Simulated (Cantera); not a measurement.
Input: 1 mol CH₂F₂, 0.67 mol H₂, held at 1.00 bar.

These are equilibrium values from Cantera (NASA tables, ideal gas, pure condensed phases), not measurements of a reactor. Candidate condensed phases: C, C₆H₆, C₇H₈, C₈H₁₈; 95 gas species. Rates play no part.

Question: What share of the C ends up in condensed phases as a function of T (K), at 1675, 1825, 1975, 2125, 2275, 2425, 2575, 2725, 2875, 3025?

Answer: 
| T (K) | C condensed (%) | as |
|---|---|---|
| 1675 | 100.0 | C(graphite) |
| 1825 | 100.0 | C(graphite) |
| 1975 | 99.9 | C(graphite) |
| 2125 | 99.8 | C(graphite) |
| 2275 | 99.5 | C(graphite) |
| 2425 | 99.0 | C(graphite) |
| 2575 | 98.1 | C(graphite) |
| 2725 | 96.7 | C(graphite) |
| 2875 | 94.6 | C(graphite) |
| 3025 | 91.5 | C(graphite) |
